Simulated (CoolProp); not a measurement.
Nitrogen along the isotherm 129.2 K: density (kg/m³) from the reference equation and from simpler models built on Tc = 126.2 K, pc = 33.96 bar, ω = 0.037; each cubic takes its own stable root.

Computed with CoolProp (reference Helmholtz-energy equation of state, Span 2000).

```tsv
p (bar)	phase	reference	Redlich-Kwong	Soave-Redlich-Kwong
0.537	gas	1.407	1.407	1.407
0.788	gas	2.070	2.070	2.070
1.16	gas	3.057	3.059	3.058
1.7	gas	4.504	4.506	4.506
2.49	gas	6.646	6.651	6.651
3.66	gas	9.881	9.891	9.891
5.37	gas	14.75	14.77	14.77
7.88	gas	22.23	22.28	22.27
11.6	gas	34.16	34.26	34.26
17	gas	53.81	54.02	54.00
24.9	gas	90.47	90.87	90.80
36.6	supercritical	210.3	208.9	207.4
53.7	supercritical	489.9	441.9	440.8
78.8	supercritical	548.7	515.3	514.7
116	supercritical	593.3	573.8	573.3
170	supercritical	633.5	626.4	626.0
```
